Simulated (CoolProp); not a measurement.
A single-stage vapour-compression cycle with the fluid: evaporating at 255.15 K (dew point), condensing at 286.15 K (bubble point), superheat 0 K, subcooling 8 K, compressor efficiency 0.65, no pressure losses. The same conditions are run with several fluids, on thermodynamics alone (safety and materials aside).

Computed with CoolProp (reference Helmholtz-energy equation of state of each fluid (R410A: Lemmon 2003; n-butane: Bücker 2006; trans-2-butene: Lemmon 2005; CH2F2 (R32): Tillner-Roth 1997; propylene: Lemmon 2013; R143a: Lemmon and Jacobsen 2000)). Blends and air are pseudo-pure fits.

| fluid | cooling COP | pressure ratio | discharge temperature (K) | refrigerating effect (kJ/kg) | volumetric capacity (kJ/m³) |
|---|---|---|---|---|---|
| R410A | 4.83 | 2.76 | 316.0 | 207 | 3440 |
| n-butane | 5.06 | ? | 300.4 | 348 | 483 |
| trans-2-butene | 5.08 | 3.40 | ? | ? | 467 |
| CH2F2 (R32) | 4.82 | 2.76 | 334.4 | 302 | 3620 |
| propylene | ? | 2.58 | 309.4 | 348 | ? |
| R143a | ? | 2.69 | ? | 171 | 2570 |

Problem. Complete the blanks.

Solution. 
- n-butane, pressure ratio: 3.33
- trans-2-butene, discharge temperature (K): 306.3
- trans-2-butene, refrigerating effect (kJ/kg): 372
- propylene, cooling COP: 4.92
- propylene, volumetric capacity (kJ/m³): 2460
- R143a, cooling COP: 4.86
- R143a, discharge temperature (K): 302.6
